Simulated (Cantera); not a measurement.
# Equilibrium for roasting and sulfation: Fe2O3 + H2S + H2O

Charge: 1 mol Fe2O3, 2.7 mol H2S, 2.1 mol H2O, held at 1373 K and 195 Torr.

Method: chemical equilibrium by Gibbs-energy minimisation in Cantera with the NASA 1993 tables (ideal gas, pure condensed phases). Candidate condensed phases: Fe, FeO, Fe(OH)2, Fe(OH)3, FeS, FeSO4, FeS2, Fe2O3, Fe2(SO4)3, Fe3O4, H2O, H2SO4, S; 22 gas species. FeS: taken at fixed stoichiometry. Rates play no part.

```json
{
 "x(H2O)": "0.840",
 "x(SO2)": "0.0649",
 "x(H2)": "0.0484",
 "x(H2S)": "0.0252",
 "x(S2)": "0.0206",
 "x(S2O)": "0.000509",
 "x(SO)": "0.000473",
 "x(SH)": "0.000295",
 "x(Fe(OH)2)": "3.11e-6",
 "n(FeS(s))": "2.00 mol",
 "gas_amount": "5.256 mol",
 "log10 activity of Fe(γ) (absent)": "-1.72",
 "log10 activity of S(l) (absent)": "-2.20",
 "log10 activity of Fe(OH)2(s) (absent)": "-6.15"
}
```
